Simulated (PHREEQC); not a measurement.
Solution (25 °C): 0.067 mol/kgw Cu(BF4)2, 0.0026 mol/kgw HCl and 0.00023 mol/kgw H3BO3. Closed to the air; pH follows from the charge balance.

Computed with PHREEQC (ion-association model, wateq4f.dat).

Precipitation was switched off in this run.

**Question.** Order these F species by the share of F that they hold, largest first: BF4-, BF3OH-, F-, HF, BF2(OH)2-.

**Answer.** BF4- (94 %), BF3OH- (3.0 %), HF (1.5 %), F- (0.42 %), BF2(OH)2- (0.32 %)

**Question.** Order these B species by the share of B that they hold, largest first: H3BO3, BF3OH-, BF2(OH)2-, BF4-.

**Answer.** BF4- (94 %), BF3OH- (4.0 %), H3BO3 (1.1 %), BF2(OH)2- (0.63 %)

The pH is 2.44 and the ionic strength 0.204 mol/kgw. Real BF4- forms and hydrolyses slowly; the run takes it at equilibrium.
